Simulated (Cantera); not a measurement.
Cantera run, input and output.

```python
import numpy as np
import cantera as ct

gas = ct.Solution("gri30.yaml")
gas.TPX = 600, 101325, {'CH4': 1, 'O2': 4.88, 'N2': 18.3}
inlet = ct.Reservoir(gas, clone=True)
gas.equilibrate("HP")  # start burning
reactor = ct.IdealGasConstPressureReactor(gas, energy="on", clone=False)
exhaust = ct.Reservoir(gas, clone=True)
tau = [0.16, 0.061, 0.023, 0.0088, 0.0033, 0.0013, 0.00047, 0.00018, 6.7e-05][0]
for a, b in ((inlet, reactor), (reactor, exhaust)):
    ct.MassFlowController(a, b, mdot=lambda t: reactor.mass / tau)
net = ct.ReactorNet([reactor])
show = ['CH4', 'O2', 'H', 'N2O', 'CH2', 'CO2', 'CH2CO']

rows = []
print(f"{'tau/s':>10s}{'T/K':>9s}" + "".join(f"{s:>11s}" for s in show))
for tau in [0.16, 0.061, 0.023, 0.0088, 0.0033, 0.0013, 0.00047, 0.00018, 6.7e-05]:
    net.initial_time = 0.0
    net.advance(30 * tau)
    before = gas.X
    net.advance(40 * tau)
    drift = np.max(np.abs(gas.X - before) / (gas.X + 1e-9))
    rows.append([gas.T, *gas[show].X, drift])
    print(f"{tau:10.3e}{gas.T:9.1f}" + "".join(f"{x:11.3e}" for x in gas[show].X))
```

Output:

```
     tau/s      T/K        CH4         O2          H        N2O        CH2        CO2      CH2CO
 1.600e-01   1546.8  1.573e-05  1.191e-01  3.490e-06  7.988e-07  1.170e-08  4.112e-02  3.189e-09
 6.100e-02   1543.7  2.923e-05  1.191e-01  8.836e-06  9.572e-07  2.719e-08  4.090e-02  6.892e-09
 2.300e-02   1538.2  5.487e-05  1.193e-01  2.239e-05  9.717e-07  6.156e-08  4.046e-02  1.406e-08
 8.800e-03   1528.2  1.034e-04  1.196e-01  5.450e-05  8.602e-07  1.328e-07  3.961e-02  2.749e-08
 3.300e-03   1508.9  2.059e-04  1.204e-01  1.276e-04  6.815e-07  2.814e-07  3.785e-02  5.756e-08
 1.300e-03   1472.8  4.461e-04  1.223e-01  2.539e-04  4.827e-07  5.676e-07  3.430e-02  1.499e-07
 4.700e-04    600.0  4.136e-02  2.018e-01  6.330e-28 -3.213e-20  7.153e-35 -2.763e-15 -2.054e-18
 1.800e-04    600.0  4.136e-02  2.018e-01  2.536e-28 -1.340e-21 -1.192e-33 -1.152e-16 -8.566e-20
 6.700e-05    600.0  4.136e-02  2.018e-01  7.601e-29 -2.358e-24  1.691e-35 -2.028e-19 -1.507e-22
```

Cantera simulation using GRI-Mech 3.0 (53 species, 325 reactions); the numbers are that mechanism's predictions, not measurements.
